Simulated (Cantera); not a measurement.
Stirred combustor or abatement burner

A perfectly stirred reactor is fed with 5.98 % CH4, 0.568 % C2H6, 19.4 % O2, 72.9 % N2, 1.20 % H2, equivalence ratio 0.75, at 1.50 bar; it is adiabatic with a 525 K inlet, and is followed from long to short residence time, starting on the burning branch (τ in s: 0.35, 0.11, 0.036, 0.012, 0.0037, 0.0012, 0.00039, 0.00012, 4e-05, 1.3e-05, 4.2e-06).

Model: GRI-Mech 3.0 (53 species, 325 reactions), integrated in Cantera.

```json
[
 {"τ (s)": "0.35", "T (K)": "2095", "x CH4": "8.16e-7", "x C2H6": "1.10e-8", "x O2": "0.0475", "x NO": "0.00135", "x HO2": "1.84e-6"},
 {"τ (s)": "0.11", "T (K)": "2094", "x CH4": "2.38e-6", "x C2H6": "3.37e-8", "x O2": "0.0479", "x NO": "0.000610", "x HO2": "1.94e-6"},
 {"τ (s)": "0.036", "T (K)": "2089", "x CH4": "6.09e-6", "x C2H6": "9.49e-8", "x O2": "0.0482", "x NO": "0.000293", "x HO2": "2.18e-6"},
 {"τ (s)": "0.012", "T (K)": "2076", "x CH4": "1.37e-5", "x C2H6": "2.46e-7", "x O2": "0.0486", "x NO": "0.000164", "x HO2": "2.84e-6"},
 {"τ (s)": "0.0037", "T (K)": "2047", "x CH4": "3.05e-5", "x C2H6": "6.34e-7", "x O2": "0.0494", "x NO": "9.75e-5", "x HO2": "4.60e-6"},
 {"τ (s)": "0.0012", "T (K)": "1999", "x CH4": "6.64e-5", "x C2H6": "1.52e-6", "x O2": "0.0509", "x NO": "6.03e-5", "x HO2": "8.20e-6"},
 {"τ (s)": "0.00039", "T (K)": "1928", "x CH4": "0.000156", "x C2H6": "3.75e-6", "x O2": "0.0535", "x NO": "3.77e-5", "x HO2": "1.49e-5"},
 {"τ (s)": "0.00012", "T (K)": "1822", "x CH4": "0.000468", "x C2H6": "1.12e-5", "x O2": "0.0590", "x NO": "2.05e-5", "x HO2": "2.86e-5"},
 {"τ (s)": "4.0e-5", "T (K)": "525", "x CH4": "0.0598", "x C2H6": "0.00568", "x O2": "0.194", "x NO": "<1e-12", "x HO2": "<1e-12"},
 {"τ (s)": "1.3e-5", "T (K)": "525", "x CH4": "0.0598", "x C2H6": "0.00568", "x O2": "0.194", "x NO": "<1e-12", "x HO2": "<1e-12"},
 {"τ (s)": "4.2e-6", "T (K)": "525", "x CH4": "0.0598", "x C2H6": "0.00568", "x O2": "0.194", "x NO": "<1e-12", "x HO2": "<1e-12"}
]
```
x: mole fraction; the columns are a selection and need not sum to one.
